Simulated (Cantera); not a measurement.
# Transport properties of process gases

Gas mixture: H₂O : C₂H₂ : CH₄ = 0.26 : 0.97 : 0.77 (molar parts), at 2.90 bar, frozen composition.

Cantera's kinetic-theory transport with the Lennard-Jones parameters of GRI-Mech 3.0, ideal gas; thermal conductivity in the multicomponent form. Polar gases are described roughly by these parameters.

```csv
T (K),ρ (kg/m³),cp (J/kg/K),μ (µPa s),λ (mW/m/K),Pr,D (cm²/s) N₂,D (cm²/s) C₂H₂,D (cm²/s) CH₄
400,1.84,2101,14.0,41.6,0.705,0.113,0.105,0.111
500,1.48,2318,16.8,55.2,0.706,0.168,0.158,0.166
600,1.23,2516,19.5,69.3,0.706,0.230,0.219,0.229
700,1.05,2695,21.9,83.6,0.706,0.300,0.287,0.300
800,0.922,2858,24.2,98.0,0.707,0.377,0.363,0.379
900,0.820,3008,26.4,112,0.707,0.460,0.445,0.464
1000,0.738,3152,28.5,127,0.707,0.550,0.533,0.555
```
D: mixture-averaged diffusion coefficient of that species in the mixture.
